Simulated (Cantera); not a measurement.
What does this Cantera script print?

```python
import numpy as np
import cantera as ct

gas = ct.Solution("gri30.yaml")
gas.TPX = 425, 100000, {'CH4': 1, 'CO': 0.67, 'O2': 4.1, 'N2': 15.4}
inlet = ct.Reservoir(gas, clone=True)
gas.equilibrate("HP")  # start burning
reactor = ct.IdealGasConstPressureReactor(gas, energy="on", clone=False)
exhaust = ct.Reservoir(gas, clone=True)
tau = [0.11, 0.041, 0.015, 0.0055, 0.002, 0.00074, 0.00027, 9.9e-05, 3.6e-05][0]
for a, b in ((inlet, reactor), (reactor, exhaust)):
    ct.MassFlowController(a, b, mdot=lambda t: reactor.mass / tau)
net = ct.ReactorNet([reactor])
show = ['CH4', 'CO', 'O2', 'HO2', 'C2H4', 'C2H2']

rows = []
print(f"{'tau/s':>10s}{'T/K':>9s}" + "".join(f"{s:>11s}" for s in show))
for tau in [0.11, 0.041, 0.015, 0.0055, 0.002, 0.00074, 0.00027, 9.9e-05, 3.6e-05]:
    net.initial_time = 0.0
    net.advance(30 * tau)
    before = gas.X
    net.advance(40 * tau)
    drift = np.max(np.abs(gas.X - before) / (gas.X + 1e-9))
    rows.append([gas.T, *gas[show].X, drift])
    print(f"{tau:10.3e}{gas.T:9.1f}" + "".join(f"{x:11.3e}" for x in gas[show].X))
```

It prints:

```
     tau/s      T/K        CH4         CO         O2        HO2       C2H4       C2H2
 1.100e-01   1751.2  8.561e-06  4.738e-04  8.461e-02  1.558e-06  8.216e-10  3.612e-10
 4.100e-02   1744.7  1.597e-05  9.052e-04  8.469e-02  2.723e-06  1.781e-09  5.960e-10
 1.500e-02   1733.0  3.009e-05  1.744e-03  8.492e-02  4.894e-06  3.583e-09  9.055e-10
 5.500e-03   1712.2  5.753e-05  3.319e-03  8.545e-02  8.670e-06  6.969e-09  1.339e-09
 2.000e-03   1675.8  1.162e-04  6.274e-03  8.666e-02  1.501e-05  1.480e-08  2.159e-09
 7.400e-04   1613.8  2.632e-04  1.183e-02  8.940e-02  2.539e-05  4.173e-08  4.501e-09
 2.700e-04   1484.7  9.800e-04  2.567e-02  9.811e-02  5.200e-05  3.499e-07  2.383e-08
 9.900e-05    425.0  4.724e-02  3.165e-02  1.937e-01  1.900e-19  7.184e-20  6.463e-22
 3.600e-05    425.0  4.724e-02  3.165e-02  1.937e-01  1.056e-21  3.994e-22  3.593e-24
```

Detailed kinetics in Cantera: GRI-Mech 3.0 (53 species, 325 reactions).
